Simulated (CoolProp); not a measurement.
Computed with CoolProp (reference Helmholtz-energy equation of state, Smukala 2000).

**Question.** For ethylene, give the phase and the cp (kJ/(kg K)), cv (kJ/(kg K)) at -4.85 °C and 1.01 bar; 150.95 °C and 1.01 bar.

**Answer.** 
- -4.85 °C and 1.01 bar: gas; cp 1.44, cv 1.14
- 150.95 °C and 1.01 bar: gas; cp 1.98, cv 1.68
